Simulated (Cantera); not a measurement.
An isothermal, constant-pressure homogeneous reactor starts with H₂ : O₂ = 0.38 : 1 (molar parts), equivalence ratio 0.19, at 1248 K and 8.25 Torr.

Cantera simulation using the H2/O2 subset of GRI-Mech 3.0, which has no nitrogen chemistry; the numbers are that mechanism's predictions, not measurements. Radical loss at walls, strong at low pressure, is not modelled. The temperature is held fixed by assumption; the heat of reaction is taken as removed at once.

x: mole fraction; the columns are a selection and need not sum to one.

```
t (s)         x H₂   x O₂       x O    x HO₂  x H₂O₂
--------  --------  -----  --------  -------  ------
0.000500     0.275  0.725   1.48e-5  2.37e-7     ___
0.00170     0.0171  0.578    0.0861  6.90e-6     ___
0.00576     0.0139  0.599    0.0703  7.59e-6     ___
0.0196     0.00700  0.646    0.0308  8.48e-6     ___
0.0665    0.000843  0.676   0.00350  4.83e-6     ___
0.226      6.33e-5  0.680  0.000263  8.60e-7     ___
0.766      8.08e-6  0.681   3.40e-5  1.45e-7     ___
2.60       1.54e-6  0.681   6.56e-6  3.85e-8     ___
8.84       3.77e-7  0.681   1.61e-6  2.47e-8     ___
30.0       1.44e-7  0.681   6.17e-7  2.97e-8     ___
```

**Question.** Fill in the missing entries.

**Answer.** 
- 0.000500, x H₂O₂: 1.31e-9
- 0.00170, x H₂O₂: 2.84e-7
- 0.00576, x H₂O₂: 3.27e-7
- 0.0196, x H₂O₂: 4.43e-7
- 0.0665, x H₂O₂: 3.02e-7
- 0.226, x H₂O₂: 8.93e-8
- 0.766, x H₂O₂: 2.52e-8
- 2.60, x H₂O₂: 7.48e-9
- 8.84, x H₂O₂: 2.39e-9
- 30.0, x H₂O₂: 1.12e-9
